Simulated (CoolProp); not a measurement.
Vapour pressure (bar) of n-dodecane: the reference equation beside estimates from Tc = 658.1 K, pc = 18.18 bar, ω = 0.574. Clausius-Clapeyron is anchored at 473.7 K with a constant enthalpy of vaporisation of 45.27 kJ/mol.

Values from CoolProp's reference Helmholtz-energy equation of state, Lemmon 2004. It is a short technical equation, of lower accuracy than the large ones.

| T (K) | reference | Lee-Kesler | Clausius-Clapeyron | Redlich-Kwong | Peng-Robinson |
|---|---|---|---|---|---|
| 464.7 | 0.5408 | 0.5415 | 0.5491 | 1.710 | 0.5504 |
| 473.7 | 0.6860 | 0.6882 | 0.6860 | 2.002 | 0.6971 |
| 482.6 | 0.8586 | 0.8626 | 0.8480 | 2.325 | 0.8714 |
| 491.5 | 1.064 | 1.070 | 1.040 | 2.683 | 1.079 |
| 500.5 | 1.309 | 1.318 | 1.270 | 3.084 | 1.326 |
| 509.4 | 1.593 | 1.605 | 1.535 | 3.519 | 1.614 |
| 518.3 | 1.923 | 1.938 | 1.845 | 3.995 | 1.948 |
| 527.3 | 2.308 | 2.327 | 2.207 | 4.520 | 2.338 |

Absolute difference from the reference over all 8 rows, mean and median: Lee-Kesler 0.6 and 0.6 %, Clausius-Clapeyron 2.5 and 2.6 %, Redlich-Kwong 148.9 and 143.9 %, Peng-Robinson 1.4 and 1.4 %.
